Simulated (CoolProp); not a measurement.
The fluid at 414.37 K and 0.214 MPa flows at 0.17 m/s in a round tube of 4.6 mm bore and 1.5 µm roughness, fully developed (64/Re and Nu = 3.66 if laminar; Colebrook and Gnielinski if turbulent). The same conditions are run with several fluids, on thermodynamics alone (safety and materials aside).

Computed with CoolProp (reference Helmholtz-energy equation of state of each fluid (carbon dioxide: Span 1996; ethane: Bücker 2006; CH2F2 (R32): Tillner-Roth 1997; ammonia: Gao 2020; sulfur hexafluoride: Guder 2009)).

| fluid | Reynolds number | Darcy friction factor | pressure drop (Pa/m) | heat-transfer coefficient (W/(m² K)) | mass flow (kg/h) |
|---|---|---|---|---|---|
| carbon dioxide | 106 | 0.605 | 5.22 | ___ | 0.0279 |
| ethane | ___ | 0.550 | 3.24 | ___ | ___ |
| CH2F2 (R32) | 139 | 0.462 | ___ | 19.5 | 0.0331 |
| ammonia | 57.3 | 1.12 | 3.73 | 31.4 | ___ |
| sulfur hexafluoride | 351 | ___ | 5.23 | 17.3 | 0.0930 |

Question: Some entries are withheld; supply them.

Answer: 
- carbon dioxide, heat-transfer coefficient (W/(m² K)): 20.6
- ethane, Reynolds number: 116
- ethane, heat-transfer coefficient (W/(m² K)): 30.6
- ethane, mass flow (kg/h): 0.0191
- CH2F2 (R32), pressure drop (Pa/m): 4.73
- ammonia, mass flow (kg/h): 0.0108
- sulfur hexafluoride, Darcy friction factor: 0.182

Transport values come from each fluid's own correlations; those of CH2F2 (R32) are estimates that may be off by 10 % or more.
